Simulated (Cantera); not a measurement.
# Dilute partial oxidation

A perfectly stirred reactor is fed with 0.828 % CH4, 0.611 % O2, 98.6 % N2, equivalence ratio 2.7, at 3750 Torr; it is held at 1600 K, and followed from long to short residence time.

Cantera simulation using GRI-Mech 3.0 (53 species, 325 reactions); the numbers are that mechanism's predictions, not measurements.

```json
[
 {"τ (s)": "19", "x CH4": "0.000531", "x O2": "3.48e-6", "x CO": "0.00545", "x C2H": "5.72e-10", "x NO": "6.41e-8", "x H2O": "0.00488", "x N2O": "2.52e-11"},
 {"τ (s)": "7.8", "x CH4": "0.000744", "x O2": "8.71e-6", "x CO": "0.00475", "x C2H": "8.17e-10", "x NO": "5.77e-8", "x H2O": "0.00542", "x N2O": "5.44e-11"},
 {"τ (s)": "3.2", "x CH4": "0.00101", "x O2": "2.15e-5", "x CO": "0.00415", "x C2H": "1.06e-9", "x NO": "5.06e-8", "x H2O": "0.00589", "x N2O": "1.24e-10"},
 {"τ (s)": "1.3", "x CH4": "0.00132", "x O2": "5.14e-5", "x CO": "0.00373", "x C2H": "1.27e-9", "x NO": "4.45e-8", "x H2O": "0.00622", "x N2O": "2.86e-10"},
 {"τ (s)": "0.53", "x CH4": "0.00166", "x O2": "0.000115", "x CO": "0.00349", "x C2H": "1.45e-9", "x NO": "4.13e-8", "x H2O": "0.00640", "x N2O": "6.47e-10"},
 {"τ (s)": "0.21", "x CH4": "0.00199", "x O2": "0.000245", "x CO": "0.00339", "x C2H": "1.67e-9", "x NO": "4.17e-8", "x H2O": "0.00644", "x N2O": "1.45e-9"},
 {"τ (s)": "0.087", "x CH4": "0.00230", "x O2": "0.000469", "x CO": "0.00334", "x C2H": "1.94e-9", "x NO": "4.39e-8", "x H2O": "0.00631", "x N2O": "2.96e-9"},
 {"τ (s)": "0.036", "x CH4": "0.00264", "x O2": "0.000851", "x CO": "0.00322", "x C2H": "2.32e-9", "x NO": "4.54e-8", "x H2O": "0.00597", "x N2O": "5.69e-9"},
 {"τ (s)": "0.014", "x CH4": "0.00313", "x O2": "0.00155", "x CO": "0.00290", "x C2H": "2.80e-9", "x NO": "4.16e-8", "x H2O": "0.00524", "x N2O": "1.03e-8"},
 {"τ (s)": "0.0059", "x CH4": "0.00391", "x O2": "0.00263", "x CO": "0.00227", "x C2H": "2.95e-9", "x NO": "2.80e-8", "x H2O": "0.00404", "x N2O": "1.48e-8"},
 {"τ (s)": "0.0024", "x CH4": "0.00560", "x O2": "0.00450", "x CO": "0.00102", "x C2H": "1.57e-9", "x NO": "6.40e-9", "x H2O": "0.00194", "x N2O": "1.32e-8"}
]
```
x: mole fraction; the columns are a selection and need not sum to one.
